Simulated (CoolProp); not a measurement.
Methane along the isobar 2.88 MPa: Z from the reference equation and from simpler models built on Tc = -82.6 °C, pc = 4.599 MPa, ω = 0.011; each cubic takes its own stable root.

Computed with CoolProp (reference Helmholtz-energy equation of state, Setzmann 1991).

```
T (°C)    phase  reference
-------  ------  ---------
-149.95  liquid     0.1105
-142.55  liquid     0.1073
-135.05  liquid     0.1048
-127.65  liquid     0.1030
-120.15  liquid     0.1020
-112.75  liquid     0.1020
-105.35  liquid     0.1033
-97.85   liquid     0.1076
-90.45      gas     0.6900
-82.95      gas     0.7419
-75.55      gas     0.7794
-68.05      gas     0.8091
```

Problem. How far does each simpler model (van der Waals, Redlich-Kwong, Soave-Redlich-Kwong, Peng-Robinson) lie from the reference over these 12 states: mean and median of the absolute difference, and the worst?

Solution. 
- van der Waals: mean 72.7 %, median 44.8 %, worst +538.4 % at -97.85 °C and 2.88 MPa
- Redlich-Kwong: mean 2.8 %, median 0.7 %, worst +12.1 % at -97.85 °C and 2.88 MPa
- Soave-Redlich-Kwong: mean 3.2 %, median 1.6 %, worst +12.5 % at -97.85 °C and 2.88 MPa
- Peng-Robinson: mean 5.9 %, median 5.3 %, worst -10.8 % at -149.95 °C and 2.88 MPa

At some of these states van der Waals gives the other phase, because its saturation line lies elsewhere.
